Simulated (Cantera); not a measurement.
A freely propagating, adiabatic, planar premixed flame of C3H8 : O2 : N2 : H2O = 1 : 6.33 : 23.8 : 0.83 (molar parts), unburnt at 400 K and 10.0 bar; unity-Lewis-number transport, grid criteria slope 0.08 and curve 0.16, no radiation.

Model: GRI-Mech 3.0 (53 species, 325 reactions), integrated in Cantera. GRI-Mech 3.0 was tuned for natural gas; its chemistry of propane as a main component is partial and can be far from experiment. Unity Lewis numbers drop preferential diffusion, which matters most where H2 and H carry the flame. Burning velocities carry a grid error of a few per cent, more on coarse grids.

x: mole fraction of selected species; z is measured from the peak of heat release.

| z (mm) | T (K) | u (m/s) | x C3H8 | x O2 | x H2O | x HCN | x H2 | x CH2CO |
|---|---|---|---|---|---|---|---|---|
| -0.233 | 401 | 0.216 | 0.0313 | 0.198 | 0.0260 | <1e-8 | 4.60e-6 | 6.87e-7 |
| -0.156 | 408 | 0.220 | 0.0311 | 0.197 | 0.0266 | <1e-8 | 3.90e-5 | 5.82e-6 |
| -0.117 | 432 | 0.233 | 0.0305 | 0.195 | 0.0284 | <1e-8 | 0.000154 | 2.30e-5 |
| -0.0778 | 549 | 0.298 | 0.0275 | 0.184 | 0.0372 | 3.86e-8 | 0.000720 | 0.000108 |
| -0.0389 | 984 | 0.543 | 0.0158 | 0.141 | 0.0720 | 1.58e-7 | 0.00296 | 0.000444 |
| -0.0194 | ___ | 0.760 | ___ | ___ | ___ | ___ | 0.00488 | ___ |
| 0 | 1736 | 0.983 | 0.000180 | 0.0638 | 0.132 | 3.84e-7 | 0.00471 | 0.000603 |
| 0.0194 | 1902 | 1.07 | 1.18e-7 | 0.0493 | 0.140 | 2.33e-7 | 0.00214 | 6.51e-5 |
| 0.0389 | 1968 | 1.10 | <1e-8 | 0.0451 | 0.142 | 8.97e-8 | 0.00136 | 4.23e-6 |
| 0.0778 | 2023 | 1.13 | <1e-8 | 0.0421 | 0.144 | 1.80e-8 | 0.000718 | 3.28e-8 |
| 0.156 | 2053 | 1.14 | <1e-8 | 0.0407 | 0.145 | <1e-8 | ___ | <1e-8 |
| 0.311 | 2064 | 1.15 | <1e-8 | 0.0402 | 0.146 | <1e-8 | 0.000132 | <1e-8 |
| 0.622 | 2065 | 1.15 | <1e-8 | 0.0402 | 0.146 | <1e-8 | 0.000109 | <1e-8 |

Q: What belongs in the gaps?

A: 
- -0.0194, T (K): 1356
- -0.0194, x C3H8: 0.00603
- -0.0194, x O2: 0.102
- -0.0194, x H2O: 0.103
- -0.0194, x HCN: 2.68e-7
- -0.0194, x CH2CO: 0.000751
- 0.156, x H2: 0.000286
